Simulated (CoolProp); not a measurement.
Vapour-liquid equilibrium of R143a (1) + n-butane (2) at 433 kPa; x and y are mole fractions of (1).

The numbers come from the multi-fluid Helmholtz-energy mixture model, Lemmon and Jacobsen 2000 and Bücker 2006; pair parameters Bell 2016 in CoolProp.

```json
[
 {"x": "0.05", "bubble temperature, mixture model (K)": "301.5", "bubble temperature, Raoult's law (K)": "311.6", "y, mixture model": "0.377", "y, Raoult's law": "0.204"},
 {"x": "0.125", "bubble temperature, mixture model (K)": "286.6", "bubble temperature, Raoult's law (K)": "303.6", "y, mixture model": "0.623", "y, Raoult's law": "0.419"},
 {"x": "0.2", "bubble temperature, mixture model (K)": "278.9", "bubble temperature, Raoult's law (K)": "297.0", "y, mixture model": "0.722", "y, Raoult's law": "0.566"},
 {"x": "0.275", "bubble temperature, mixture model (K)": "274.6", "bubble temperature, Raoult's law (K)": "291.5", "y, mixture model": "0.771", "y, Raoult's law": "0.671"},
 {"x": "0.35", "bubble temperature, mixture model (K)": "272.0", "bubble temperature, Raoult's law (K)": "286.7", "y, mixture model": "0.800", "y, Raoult's law": "0.748"},
 {"x": "0.425", "bubble temperature, mixture model (K)": "270.2", "bubble temperature, Raoult's law (K)": "282.6", "y, mixture model": "0.819", "y, Raoult's law": "0.807"},
 {"x": "0.5", "bubble temperature, mixture model (K)": "268.9", "bubble temperature, Raoult's law (K)": "278.9", "y, mixture model": "0.835", "y, Raoult's law": "0.853"},
 {"x": "0.575", "bubble temperature, mixture model (K)": "267.7", "bubble temperature, Raoult's law (K)": "275.6", "y, mixture model": "0.850", "y, Raoult's law": "0.889"},
 {"x": "0.65", "bubble temperature, mixture model (K)": "266.7", "bubble temperature, Raoult's law (K)": "272.7", "y, mixture model": "0.865", "y, Raoult's law": "0.918"},
 {"x": "0.725", "bubble temperature, mixture model (K)": "265.7", "bubble temperature, Raoult's law (K)": "270.1", "y, mixture model": "0.883", "y, Raoult's law": "0.942"},
 {"x": "0.8", "bubble temperature, mixture model (K)": "264.6", "bubble temperature, Raoult's law (K)": "267.7", "y, mixture model": "0.905", "y, Raoult's law": "0.961"},
 {"x": "0.875", "bubble temperature, mixture model (K)": "263.6", "bubble temperature, Raoult's law (K)": "265.4", "y, mixture model": "0.932", "y, Raoult's law": "0.978"},
 {"x": "0.95", "bubble temperature, mixture model (K)": "262.7", "bubble temperature, Raoult's law (K)": "263.4", "y, mixture model": "0.969", "y, Raoult's law": "0.992"}
]
```

The largest gap from Raoult's law is -18.1 K in bubble temperature, at x = 0.2. No azeotrope shows between x = 0.05 and 0.95.

Pair parameters are fitted to limited data, so mixtures are less certain than the pure fluids. With so large a gap from Raoult's law the liquid may split in two, which this calculation doesn't test in full.
